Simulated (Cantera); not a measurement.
Cantera run, input and output.

```python
import numpy as np
import cantera as ct

gas = ct.Solution("gri30.yaml")
gas.TPX = 2525, 1200, {'CH4': 0.012, 'H2': 1, 'CO2': 0.019}
inlet = ct.Reservoir(gas, clone=True)

reactor = ct.IdealGasConstPressureReactor(gas, energy="off", clone=False)
exhaust = ct.Reservoir(gas, clone=True)
tau = [0.59, 0.27, 0.13, 0.059, 0.027, 0.013, 0.0058, 0.0027, 0.0012, 0.00058, 0.00027][0]
for a, b in ((inlet, reactor), (reactor, exhaust)):
    ct.MassFlowController(a, b, mdot=lambda t: reactor.mass / tau)
net = ct.ReactorNet([reactor])
show = ['CH4', 'H2', 'CO2', 'CO', 'O']

rows = []
print(f"{'tau/s':>10s}{'T/K':>9s}" + "".join(f"{s:>11s}" for s in show))
for tau in [0.59, 0.27, 0.13, 0.059, 0.027, 0.013, 0.0058, 0.0027, 0.0012, 0.00058, 0.00027]:
    net.initial_time = 0.0
    net.advance(30 * tau)
    before = gas.X
    net.advance(40 * tau)
    drift = np.max(np.abs(gas.X - before) / (gas.X + 1e-9))
    rows.append([gas.T, *gas[show].X, drift])
    print(f"{tau:10.3e}{gas.T:9.1f}" + "".join(f"{x:11.3e}" for x in gas[show].X))
```

It prints:

```
     tau/s      T/K        CH4         H2        CO2         CO          O
 5.900e-01   2525.0  1.362e-05  8.552e-01  3.659e-05  2.761e-02  1.440e-05
 2.700e-01   2525.0  8.117e-05  8.901e-01  5.056e-05  2.743e-02  6.895e-06
 1.300e-01   2525.0  2.376e-04  9.071e-01  8.454e-05  2.601e-02  4.698e-06
 5.900e-02   2525.0  5.572e-04  9.173e-01  1.711e-04  2.358e-02  3.665e-06
 2.700e-02   2525.0  1.129e-03  9.238e-01  3.826e-04  2.099e-02  2.891e-06
 1.300e-02   2525.0  2.052e-03  9.286e-01  8.630e-04  1.890e-02  2.174e-06
 5.800e-03   2525.0  3.731e-03  9.339e-01  2.155e-03  1.665e-02  1.410e-06
 2.700e-03   2525.0  6.007e-03  9.404e-01  4.934e-03  1.351e-02  7.551e-07
 1.200e-03   2525.0  8.548e-03  9.506e-01  1.025e-02  8.095e-03  2.435e-07
 5.800e-04   2525.0  1.005e-02  9.600e-01  1.510e-02  3.263e-03  5.601e-08
 2.700e-04   2525.0  1.085e-02  9.657e-01  1.752e-02  8.682e-04  1.252e-08
```

Model: GRI-Mech 3.0 (53 species, 325 reactions), integrated in Cantera. Radical loss at walls, strong at low pressure, is not modelled.
